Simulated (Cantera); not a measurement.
A perfectly stirred reactor is fed with 2.82 % C₂H₄, 16.4 % O₂, 77.7 % N₂, 3.11 % H₂O, at 1.50 bar; it is adiabatic with a 523 K inlet, and is followed from long to short residence time, starting on the burning branch (τ in s: 0.031, 0.017, 0.0092, 0.005, 0.0027, 0.0015, 0.00081, 0.00044, 0.00024, 0.00013, 7.1e-05, 3.9e-05, 2.1e-05).

Detailed kinetics in Cantera: GRI-Mech 3.0 (53 species, 325 reactions). GRI-Mech 3.0 was tuned for natural gas; its chemistry of ethylene as a main component is partial and can be far from experiment.

**Question.** Predict: blow-out, bracketed by the residence times tried; x(C₂H₄) at τ = 31.0 ms; x(O₂) at τ = 31.0 ms; x(H₂O) at τ = 31.0 ms; x(CH₄) at τ = 31.0 ms; x(C₂H₄) at τ = 0.810 ms; x(O₂) at τ = 0.810 ms; x(H₂O) at τ = 0.810 ms; x(CH₄) at τ = 0.810 ms; x(C₂H₆) at τ = 0.810 ms.

**Answer.** 
- blow-out, bracketed by the residence times tried = burning at 0.440 ms, out at 0.240 ms
- x(C₂H₄) at τ = 31.0 ms = 1.62e-5
- x(O₂) at τ = 31.0 ms = 0.0793
- x(H₂O) at τ = 31.0 ms = 0.0870
- x(CH₄) at τ = 31.0 ms = 1.86e-7
- x(C₂H₄) at τ = 0.810 ms = 0.000152
- x(O₂) at τ = 0.810 ms = 0.0829
- x(H₂O) at τ = 0.810 ms = 0.0848
- x(CH₄) at τ = 0.810 ms = 5.07e-6
- x(C₂H₆) at τ = 0.810 ms = 1.17e-8
